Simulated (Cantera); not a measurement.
A Cantera script and what it prints.

```python
import numpy as np
import cantera as ct

gas_names = """
    CL CL2 N N2 Si SiCL SiCL2 SiCL3 SiCL4 SiN Si2 Si2N Si3
""".split()
cond_names = """
    Si(cr) Si(L) Si3N4(a)
""".split()


# ... load() reads the species with a 1 bar reference pressure and builds the phases ...
atoms = {
    'Si': {'Si': 1},
    'Cl2': {'CL': 2},
    'N2': {'N': 2},
}
top_T = {'Si3N4(a)': 2400}  # K; cautious upper limits of use, not melting points


# ... equilibrate(T, P, feed) seeds the gas with the atoms and calls Mixture.equilibrate('TP', solver="vcs", rtol=1e-11, max_steps=5000) ...
results = []
feed = {'Si': 1, 'Cl2': 0.81, 'N2': 10}  # mol
T = 773.15  # K
P = 34000  # Pa
mix = equilibrate(T, P, feed)
results.append((T, P, feed, dict(zip(mix.species_names, mix.species_moles))))
print(gas.report(threshold=0.001))
for i in range(1, mix.n_phases):
    print(f"{mix.phase(i).name:16s} {mix.phase_moles(i):12.5e} mol")
```

Output:

```
       temperature   773.15 K
          pressure   34000 Pa
           density   0.17853 kg/m^3
  mean mol. weight   33.755 kg/kmol
   phase of matter   gas

                          1 kg             1 kmol
                     ---------------   ---------------
          enthalpy       -3.3377e+05       -1.1266e+07  J
   internal energy       -5.2421e+05       -1.7695e+07  J
           entropy            7069.7        2.3864e+05  J/K
    Gibbs function       -5.7997e+06       -1.9577e+08  J
 heat capacity c_p            1013.4             34206  J/K
 heat capacity c_v            767.04             25891  J/K

                      mass frac. Y      mole frac. X     chem. pot. / RT
                     ---------------   ---------------   ---------------
                N2           0.79634           0.95953           -25.364
             SiCL4           0.20366          0.040466           -151.14
     [  +11 minor]        1.4215e-07        3.5694e-08

Si(cr)            0.00000e+00 mol
Si3N4(a)          1.98333e-01 mol
```

Method: chemical equilibrium by Gibbs-energy minimisation in Cantera with the NASA 1993 tables (ideal gas, pure condensed phases). N2 is the only nitrogen source here; it is nearly inert below about 1500 K, so the nitride shown seldom forms there in practice.
